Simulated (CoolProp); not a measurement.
Ethanol along the isobar 9.36 MPa: fugacity coefficient from the reference equation and from simpler models built on Tc = 241.6 °C, pc = 6.268 MPa, ω = 0.644; each cubic takes its own stable root.

Computed with CoolProp (reference Helmholtz-energy equation of state, Schroeder 2014).

| T (°C) | phase | reference |
|---|---|---|
| 72.35 | liquid | 0.01007 |
| 106.65 | liquid | 0.03392 |
| 140.95 | liquid | 0.08782 |
| 175.35 | liquid | 0.1851 |
| 209.65 | liquid | 0.3294 |
| 243.95 | supercritical | 0.5102 |
| 278.25 | supercritical | 0.6745 |
| 312.55 | supercritical | 0.7651 |
| 346.85 | supercritical | 0.8233 |

**Question.** How far does each simpler model (van der Waals, Redlich-Kwong, Soave-Redlich-Kwong, Peng-Robinson) lie from the reference over these 9 states: mean and median of the absolute difference, and the worst?

**Answer.** 
- van der Waals: mean 230.1 %, median 35.4 %, worst +1213.8 % at 72.35 °C and 9.36 MPa
- Redlich-Kwong: mean 87.1 %, median 17.6 %, worst +385.0 % at 72.35 °C and 9.36 MPa
- Soave-Redlich-Kwong: mean 3.7 %, median 3.6 %, worst +6.2 % at 106.65 °C and 9.36 MPa
- Peng-Robinson: mean 4.6 %, median 4.9 %, worst -7.9 % at 278.25 °C and 9.36 MPa
